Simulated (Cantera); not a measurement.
A Cantera script and what it prints.

```python
import numpy as np
import cantera as ct

gas_names = """
    CL CLO CL2 H HCL HOCL HO2 H2 H2O H2O2 O OH O2 O3 Si SiCL SiCL2 SiCL3 SiCL4 SiH SiHCL3 SiH2 SiH2CL2
    SiH3 SiH3CL SiH4 SiO SiO2 Si2 Si3
""".split()
cond_names = """
    H2O(s) H2O(L) Si(cr) Si(L) SiO2(Lqz) SiO2(hqz) SiO2(L)
""".split()


# ... load() reads the species with a 1 bar reference pressure and builds the phases ...
atoms = {
    'SiO2': {'Si': 1, 'O': 2},
    'Cl2': {'CL': 2},
    'O2': {'O': 2},
    'HCl': {'H': 1, 'CL': 1},
}
top_T = {}  # K; cautious upper limits of use, not melting points


# ... equilibrate(T, P, feed) seeds the gas with the atoms and calls Mixture.equilibrate('TP', solver="vcs", rtol=1e-11, max_steps=5000) ...
results = []
feed = {'SiO2': 1, 'Cl2': 1.4, 'O2': 2.2, 'HCl': 11}  # mol
T = 923  # K
P = 57  # Pa
mix = equilibrate(T, P, feed)
results.append((T, P, feed, dict(zip(mix.species_names, mix.species_moles))))
x = sorted(zip(gas.X, gas.species_names), reverse=True)
print(f"T = {T:g} K  P = {P:g} Pa  gas = {mix.phase_moles(0):.4g} mol")
print("   x: " + "  ".join(f"{s} {v:.3e}" for v, s in x if v > 0.001))
print("   condensed (mol): " + ("  ".join(f"{mix.phase(i).name} {mix.phase_moles(i):.4g}"
      for i in range(1, mix.n_phases) if mix.phase_moles(i) > 1e-12) or "none"))
```

Output:

```
T = 923 K  P = 57 Pa  gas = 14.44 mol
   x: HCL 7.148e-01  O2 1.406e-01  CL2 1.195e-01  H2O 2.341e-02  CL 1.618e-03
   condensed (mol): SiO2(hqz) 1
```

These are equilibrium values from Cantera (NASA tables, ideal gas, pure condensed phases), not measurements of a reactor.
